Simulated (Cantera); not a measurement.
An adiabatic, constant-volume homogeneous reactor starts with CH4 : O2 : N2 : H2O = 1 : 1 : 3.76 : 0.15 (molar parts), equivalence ratio 2.0, at 1025 K and 1.00 bar. Integrator tolerance rtol = 1e-08.

Computed with Cantera and GRI-Mech 3.0 (53 species, 325 reactions).

What does this change do: pressure from 1.00 bar to 2.50 bar?


```tsv
quantity	before	after
temperature at 1.00 s	1078 K	2415 K
equilibrium temperature	2403 K	2415 K
x(CH4) at 1.00 s	0.162 (gas-phase equilibrium 1.49e-10)	7.99e-10 (gas-phase equilibrium 9.02e-10)
x(O2) at 1.00 s	0.163 (gas-phase equilibrium 4.00e-6)	1.79e-6 (gas-phase equilibrium 1.79e-6)
x(H2O) at 1.00 s	0.0323 (gas-phase equilibrium 0.146)	0.147 (gas-phase equilibrium 0.147)
x(NO) at 1.00 s	<1e-12 (gas-phase equilibrium 7.00e-5)	4.79e-5 (gas-phase equilibrium 4.79e-5)
x(HCO) at 1.00 s	1.88e-9 (gas-phase equilibrium 2.24e-7)	3.69e-7 (gas-phase equilibrium 3.69e-7)
time of steepest temperature rise	not reached	0.383 s
```

What does this change do: initial temperature 1025 to 1425 K?


```
quantity                                                            before                                      after
---------------------------------  ---------------------------------------  -----------------------------------------
temperature at 1.00 s                                               1078 K                                     2675 K
equilibrium temperature                                             2403 K                                     2675 K
x(CH4) at 1.00 s                    0.162 (gas-phase equilibrium 1.49e-10)  2.69e-11 (gas-phase equilibrium 3.03e-11)
x(O2) at 1.00 s                      0.163 (gas-phase equilibrium 4.00e-6)    6.67e-5 (gas-phase equilibrium 6.67e-5)
x(H2O) at 1.00 s                      0.0323 (gas-phase equilibrium 0.146)        0.144 (gas-phase equilibrium 0.144)
x(NO) at 1.00 s                     <1e-12 (gas-phase equilibrium 7.00e-5)  0.000453 (gas-phase equilibrium 0.000453)
x(HCO) at 1.00 s                   1.88e-9 (gas-phase equilibrium 2.24e-7)    4.30e-7 (gas-phase equilibrium 4.30e-7)
time of steepest temperature rise                              not reached                                    3.69 ms
```
